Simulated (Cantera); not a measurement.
Cantera run, input and output.

```python
import numpy as np
import cantera as ct

gas = ct.Solution("gri30.yaml")
gas.TPX = 1525, 1000000, {'CH4': 1, 'CO': 0.57, 'O2': 1.27, 'N2': 11.6, 'H2O': 0.95}
reactor = ct.IdealGasConstPressureReactor(gas, energy="on", clone=False)
net = ct.ReactorNet([reactor])
net.rtol, net.atol = 1e-08, 1e-16
show = ['CH4', 'CO', 'O2', 'NO2', 'NO', 'H2O', 'CH2O']
times = np.geomspace(5e-06, 0.2, 15)

steps = ct.SolutionArray(gas, extra=["t"])
rows = []
print(f"{'t/s':>10s}{'T/K':>9s}{'P/Pa':>11s}" + "".join(f"{s:>11s}" for s in show))
for t in times:
    while net.time < t:
        t_next = net.step()
        steps.append(gas.state, t=t_next)
    rows.append([np.interp(t, steps.t, y) for y in (steps.T, steps.P, *steps(*show).X.T)])
    print(f"{t:10.3e}{rows[-1][0]:9.1f}{rows[-1][1]:11.4g}" + "".join(f"{x:11.3e}" for x in rows[-1][2:]))
rate = np.gradient(steps.T, steps.t)
print("integrator steps:", len(steps.t))
if steps.T.max() > steps.T[0] + 200:
    print(f"time of steepest temperature rise: {steps.t[rate.argmax()]:.4e} s")
gas.TPX = 1525, 1000000, {'CH4': 1, 'CO': 0.57, 'O2': 1.27, 'N2': 11.6, 'H2O': 0.95}
gas.equilibrate("HP")
print(f"equilibrium (HP): T = {gas.T:.1f} K  " + "  ".join(f"{s} {gas[s].X[0]:.3e}" for s in show))
```

Output:

```
       t/s      T/K       P/Pa        CH4         CO         O2        NO2         NO        H2O       CH2O
 5.000e-06   1525.0      1e+06  6.497e-02  3.704e-02  8.252e-02  2.867e-18  9.234e-15  6.173e-02  4.405e-07
 1.066e-05   1525.0      1e+06  6.496e-02  3.703e-02  8.251e-02  2.309e-17  2.699e-14  6.174e-02  2.346e-06
 2.272e-05   1525.0      1e+06  6.492e-02  3.703e-02  8.250e-02  1.853e-16  9.310e-14  6.175e-02  1.200e-05
 4.843e-05   1525.4      1e+06  6.480e-02  3.702e-02  8.243e-02  1.795e-15  3.483e-13  6.182e-02  5.184e-05
 1.032e-04   1526.9      1e+06  6.441e-02  3.700e-02  8.222e-02  2.054e-14  1.221e-12  6.204e-02  1.656e-04
 2.201e-04   1532.8      1e+06  6.306e-02  3.706e-02  8.143e-02  2.931e-13  5.167e-12  6.291e-02  4.395e-04
 4.691e-04   1580.3      1e+06  5.374e-02  3.893e-02  7.489e-02  1.222e-11  1.294e-10  7.017e-02  1.101e-03
 1.000e-03   2211.7      1e+06  1.212e-04  6.819e-02  7.051e-07  1.971e-10  2.670e-05  1.260e-01  7.098e-07
 2.132e-03   2210.4      1e+06  2.260e-07  6.879e-02  7.282e-07  3.331e-10  4.510e-05  1.257e-01  1.703e-08
 4.544e-03   2210.4      1e+06  1.275e-10  6.879e-02  7.304e-07  3.246e-10  4.391e-05  1.257e-01  1.576e-08
 9.686e-03   2210.5      1e+06  1.269e-10  6.879e-02  7.310e-07  2.824e-10  3.820e-05  1.257e-01  1.576e-08
 2.065e-02   2210.6      1e+06  1.264e-10  6.879e-02  7.316e-07  2.312e-10  3.126e-05  1.257e-01  1.576e-08
 4.401e-02   2210.6      1e+06  1.261e-10  6.879e-02  7.322e-07  1.899e-10  2.566e-05  1.257e-01  1.576e-08
 9.382e-02   2210.6      1e+06  1.260e-10  6.879e-02  7.324e-07  1.732e-10  2.341e-05  1.257e-01  1.576e-08
 2.000e-01   2210.6      1e+06  1.260e-10  6.879e-02  7.324e-07  1.714e-10  2.317e-05  1.257e-01  1.576e-08
integrator steps: 1949
time of steepest temperature rise: 5.8564e-04 s
equilibrium (HP): T = 2210.6 K  CH4 1.410e-10  CO 6.879e-02  O2 7.324e-07  NO2 1.714e-10  NO 2.317e-05  H2O 1.257e-01  CH2O 1.576e-08
```

Model: GRI-Mech 3.0 (53 species, 325 reactions), integrated in Cantera.
